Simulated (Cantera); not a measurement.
Charge: 1 mol MgCl₂, 0.096 mol H₂O, 200 mol N₂, at 2173 K and 6.83 Torr.

Cantera equilibrium calculation (NASA polynomials, part measured and part estimated; ideal gas, pure solids and liquids). Candidate condensed phases: H₂O, Mg, MgCl₂, MgO, Mg(OH)₂, NH₄Cl; 38 gas species. Rates play no part.

Base state: N₂ 0.987, Cl 0.00666, Mg 0.00358, MgCl₂ 0.00117, HCl 0.000689, H 0.000193, NO 0.000193, MgCl 0.000181 (mole fractions); condensed: gas only.

Problem. What changes in the equilibrium state with this change: pressure from 6.83 Torr to 75.0 Torr?

Solution. 
| species | before | after |
|---|---|---|
| N₂ | 0.987 | 0.992 |
| MgCl₂ | 0.00117 | 0.00351 |
| Cl | 0.00666 | 0.00195 |
| Mg | 0.00358 | 0.00104 |
| O | 0.000158 | 3.10e-5 |
| H₂O | 9.60e-6 | 2.78e-5 |
| H | 0.000193 | 6.76e-5 |
| O₂ | 4.41e-5 | 1.86e-5 |
| NO | 0.000193 | 0.000125 |
| MgO(s), mol | 0 | 0.0477 |

Problem. What changes in the equilibrium state with this change: N₂ from 200 to 0.34 mol?

Solution. 
```json
[
 {"species": "MgCl₂", "before": "0.00117", "after": "0.567"},
 {"species": "N₂", "before": "0.987", "after": "0.223"},
 {"species": "HCl", "before": "0.000689", "after": "0.107"},
 {"species": "Cl", "before": "0.00666", "after": "0.0612"},
 {"species": "Mg", "before": "0.00358", "after": "0.0206"},
 {"species": "H₂O", "before": "9.60e-6", "after": "0.00329"},
 {"species": "H₂", "before": "1.46e-5", "after": "0.00419"},
 {"species": "MgOH", "before": "4.14e-7", "after": "4.81e-5"},
 {"species": "MgO(s), mol", "before": "0", "after": "0.0897"}
]
```
